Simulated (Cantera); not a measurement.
Feed: 1 mol Si3N4, 0.082 mol N2O, 1 mol N2, held at 0.173 Torr.

These are equilibrium values from Cantera (NASA tables, ideal gas, pure condensed phases), not measurements of a reactor. Candidate condensed phases: Si, SiO2, Si2N2O, Si3N4; 16 gas species. Mutual solubility and eutectic melting of coexisting phases are not modelled. Rates play no part.

### Question
Which condensed phases are stable at each of these points (T (K)): 975, 1125, 1275, 1425, 1575, 1725, 1875, 2025, 2175?

### Answer
| T (K) | condensed phases | Si condensed (%) |
|---|---|---|
| 975 | Si2N2O(s) + Si3N4(s) | 100.0 |
| 1125 | Si2N2O(s) + Si3N4(s) | 100.0 |
| 1275 | Si2N2O(s) + Si3N4(s) | 100.0 |
| 1425 | Si2N2O(s) + Si3N4(s) | 100.0 |
| 1575 | Si2N2O(s) + Si3N4(s) | 99.2 |
| 1725 | Si(l) | 96.8 |
| 1875 | Si(l) | 92.8 |
| 2025 | Si(l) | 59.9 |
| 2175 | gas only | 0.0 |

From 975 K to 1575 K the condensed part is Si2N2O(s) + Si3N4(s). From 1725 K to 2025 K the condensed part is Si(l). At 2175 K nothing is condensed.
